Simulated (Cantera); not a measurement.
A closed system holds: 1 mol V, 0.88 mol O₂, 83 mol N₂, held at 2800 K and 1.00 Torr.

These are equilibrium values from Cantera (NASA tables, ideal gas, pure condensed phases), not measurements of a reactor. Candidate condensed phases: V, VN, VO, V₂O₃, V₂O₄, V₂O₅; 13 gas species. Rates play no part.

Base state: N₂ 0.978, O 0.00908, VO 0.00625, V 0.00315, VO₂ 0.00240, NO 0.000546, N 9.48e-5, O₂ 3.73e-5 (mole fractions); condensed: gas only.

Task: What changes in the equilibrium state with this change: temperature from 2800 K to 1350 K?

Result: 
| species | before | after |
|---|---|---|
| N₂ | 0.978 | 1.000 |
| O₂ | 3.73e-5 | 3.98e-6 |
| NO | 0.000546 | 2.66e-6 |
| O | 0.00908 | 2.30e-8 |
| VO | 0.00625 | <1e-9 |
| VO₂ | 0.00240 | 1.29e-6 |
| V | 0.00315 | <1e-9 |
| N | 9.48e-5 | <1e-9 |
| V₂O₃(s), mol | 0 | 0.241 |
| V₂O₄(s), mol | 0 | 0.259 |
Mutual solubility and eutectic melting of coexisting phases are not modelled. Condensed phases not in the tables: the oxides between V₂O₃ and V₂O₅ other than VO₂.
